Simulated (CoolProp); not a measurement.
Properties of fluorine along the isotherm -149.25 °C (Tc = -128.7 °C, pc = 5.240 MPa, ω = 0.045).

Model: reference Helmholtz-energy equation of state, de Reuck 1990, in CoolProp.

```csv
p (MPa),phase,density (kg/m³),cp (kJ/(kg K)),speed of sound (m/s),expansivity (1/kK),fugacity coefficient
0.291,gas,11.07,0.8132,191.6,8.875,0.9708
0.582,gas,22.88,0.8647,188.2,9.819,0.9416
0.873,gas,35.59,0.9241,184.5,10.96,0.9126
1.16,gas,49.23,0.9948,180.6,12.37,0.8840
1.46,gas,64.98,1.090,176.1,14.33,0.8540
1.75,gas,82.17,1.220,171.3,17.02,0.8249
2.33,liquid,1168,1.954,469.9,10.97,0.6979
2.62,liquid,1171,1.934,474.8,10.71,0.6264
```
